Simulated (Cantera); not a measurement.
What does this Cantera script print?

```python
import numpy as np
import cantera as ct

gas_names = [...]  # 45 gases of nasa_gas.yaml made of Cu, F, H, N, O
cond_names = """
    Cu(cr) Cu(L) CuF2(s) CuF2(L) CuO(s) CuO2H2(s) Cu2O(s) Cu2O(L) H2O(s) H2O(L)
""".split()


# ... load() reads the species with a 1 bar reference pressure and builds the phases ...
atoms = {
    'CuO': {'Cu': 1, 'O': 1},
    'NF3': {'N': 1, 'F': 3},
    'H2': {'H': 2},
}
top_T = {'CuO(s)': 1390}  # K; cautious upper limits of use, not melting points


# ... equilibrate(T, P, feed) seeds the gas with the atoms and calls Mixture.equilibrate('TP', solver="vcs", rtol=1e-11, max_steps=5000) ...
results = []
feed = {'CuO': 1, 'NF3': 4.1, 'H2': 14}  # mol
T = 1023  # K
P = 71  # Pa
mix = equilibrate(T, P, feed)
results.append((T, P, feed, dict(zip(mix.species_names, mix.species_moles))))
print(gas.report(threshold=0.001))
for i in range(1, mix.n_phases):
    print(f"{mix.phase(i).name:16s} {mix.phase_moles(i):12.5e} mol")
```

It prints:

```
       temperature   1023 K
          pressure   71 Pa
           density   0.00012609 kg/m^3
  mean mol. weight   15.105 kg/kmol
   phase of matter   gas

                          1 kg             1 kmol
                     ---------------   ---------------
          enthalpy       -9.2826e+06       -1.4021e+08  J
   internal energy       -9.8457e+06       -1.4872e+08  J
           entropy             17776        2.6851e+05  J/K
    Gibbs function       -2.7468e+07        -4.149e+08  J
 heat capacity c_p            2053.5             31018  J/K
 heat capacity c_v              1503             22704  J/K

                      mass frac. Y      mole frac. X     chem. pot. / RT
                     ---------------   ---------------   ---------------
                HF           0.73384           0.55405           -62.628
                H2          0.041182           0.30856           -25.989
               H2O          0.053723          0.045045           -63.717
                N2           0.17126          0.092342           -34.553
     [  +41 minor]        4.8979e-07        2.0617e-07

Cu(cr)            9.99998e-01 mol
CuF2(s)           0.00000e+00 mol
CuO(s)            0.00000e+00 mol
CuO2H2(s)         0.00000e+00 mol
Cu2O(s)           0.00000e+00 mol
```

These are equilibrium values from Cantera (NASA tables, ideal gas, pure condensed phases), not measurements of a reactor.
